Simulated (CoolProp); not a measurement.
Ammonia along the isotherm 414.5 K: Z from the reference equation and from simpler models built on Tc = 405.6 K, pc = 113.6 bar, ω = 0.256; each cubic takes its own stable root.

Computed with CoolProp (reference Helmholtz-energy equation of state, Gao 2020).

```tsv
p (bar)	phase	reference	van der Waals	Soave-Redlich-Kwong	Peng-Robinson
3.16	gas	0.9904	0.9921	0.9911	0.9901
5.34	gas	0.9838	0.9866	0.9850	0.9832
9.01	gas	0.9724	0.9773	0.9745	0.9715
15.2	gas	0.9529	0.9611	0.9565	0.9516
25.7	gas	0.9186	0.9326	0.9250	0.9167
43.3	gas	(withheld)	0.8812	0.8689	0.8553
73.1	gas	(withheld)	0.7788	0.7603	0.7386
123	supercritical	0.4168	0.4152	0.4663	0.4387
208	supercritical	0.2578	0.4067	(withheld)	0.3136
351	supercritical	0.3807	(withheld)	0.4922	0.4434
593	supercritical	0.5830	0.9286	(withheld)	0.6607
1000	supercritical	0.9011	1.447	1.117	1.005
```

Task: What belongs in the gaps?

Result: 
- 43.3, reference: 0.8572
- 73.1, reference: 0.7379
- 208, Soave-Redlich-Kwong: 0.3464
- 351, van der Waals: 0.6041
- 593, Soave-Redlich-Kwong: 0.7344
